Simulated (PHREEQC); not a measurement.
Copper plating or etch bath: an equilibrium model

Dissolve 0.0014 mol Cu(BF4)2, 0.00053 mol H2SO4, 0.0072 mol Na2SO4 and 0.0027 mol KCl per kg of water at 25 °C. Closed to the air; pH follows from the charge balance.

Equilibrium calculation in PHREEQC: ion-association model, phreeqc.dat.

This is a speciation only: nothing precipitates in the calculation.

Estimate the pH, ionic strength.

pH 2.92; ionic strength 0.0277 mol/kgw.

In which forms is K present?

K+ 98 %, KSO4- 2.4 % of the K.

Real BF4- forms and hydrolyses slowly; the run takes it at equilibrium.
